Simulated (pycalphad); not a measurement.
CALPHAD calculation (pycalphad, COST 507 light-alloy database (1999)), 1 atm. No gas phase is included, though pure Mg would boil below 1377 °C. These are 1990s assessments: newer ones move some temperatures and phases. Kinetics are ignored, which matters at the lower temperatures.

Molar enthalpy of Mg-1.92Si-89.2Al (at.%) in equilibrium (SER reference):

```tsv
T (°C)	H (kJ/mol)	phases
1377	51.11	LIQUID
1277	47.92	LIQUID
1177	44.73	LIQUID
1077	41.54	LIQUID
977	38.35	LIQUID
877	35.17	LIQUID
777	31.98	LIQUID
677	28.79	LIQUID
627	27.21	LIQUID
577	14.99	FCC_A1 + MG2SI + LIQUID
527	12.93	FCC_A1 + MG2SI
477	11.42	FCC_A1 + MG2SI
377	8.50	FCC_A1 + MG2SI
277	5.71	FCC_A1 + MG2SI
177	2.77	FCC_A1 + ALMG_BETA + MG2SI
77	-0.01	FCC_A1 + ALMG_BETA + MG2SI
```

Cooling from 627 °C to 527 °C, across the freezing range, releases 14.3 kJ/mol, or 533 J/g. The slope is 32 J/(mol K) in the liquid and 30 J/(mol K) just below the solidus, where it includes any heat of precipitation. Liquidus 611 °C, solidus 572 °C. Changes were sought between steps of 50 K, so a narrower field can be missed.

Database names, with the compositions (at.%) that they take in these runs: MG2SI: Mg 67 Si 33; ALMG_BETA: Al 61 Mg 39. FCC_A1 is fcc.
